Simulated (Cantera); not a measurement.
## Pyrogenic steam for wet oxidation

A perfectly stirred reactor is fed with H₂ : O₂ : N₂ = 0.57 : 1 : 2 (molar parts), at 0.132 atm; it is held at 925 K, and followed from long to short residence time.

Model: the H2/O2 subset of GRI-Mech 3.0, which has no nitrogen chemistry, integrated in Cantera. Radical loss at walls, strong at low pressure, is not modelled. Below about 950 K walls govern HO2 and H2O2 in real vessels. The temperature is held fixed by assumption; the heat of reaction is taken as removed at once.

| τ (s) | x H₂ | x O₂ | x HO₂ | x OH | x H₂O |
|---|---|---|---|---|---|
| 1.8 | 0.00244 | 0.219 | 2.11e-5 | 2.08e-5 | 0.171 |
| 0.81 | 0.00340 | 0.219 | 2.55e-5 | 3.30e-5 | 0.170 |
| 0.37 | 0.00471 | 0.219 | 3.01e-5 | 5.16e-5 | 0.168 |
| 0.16 | 0.00671 | 0.220 | 3.52e-5 | 8.30e-5 | 0.166 |
| 0.074 | 0.00931 | 0.221 | 3.97e-5 | 0.000128 | 0.163 |
| 0.033 | 0.0132 | 0.223 | 4.40e-5 | 0.000198 | 0.159 |
| 0.015 | 0.0185 | 0.225 | 4.74e-5 | 0.000299 | 0.153 |
| 0.0067 | 0.0262 | 0.227 | 4.98e-5 | 0.000448 | 0.144 |
| 0.0030 | 0.0369 | 0.231 | 5.07e-5 | 0.000650 | 0.131 |
| 0.0014 | 0.0507 | 0.237 | 4.99e-5 | 0.000887 | 0.115 |
| 0.00061 | 0.0711 | 0.244 | 4.69e-5 | 0.00114 | 0.0902 |
x: mole fraction; the columns are a selection and need not sum to one.
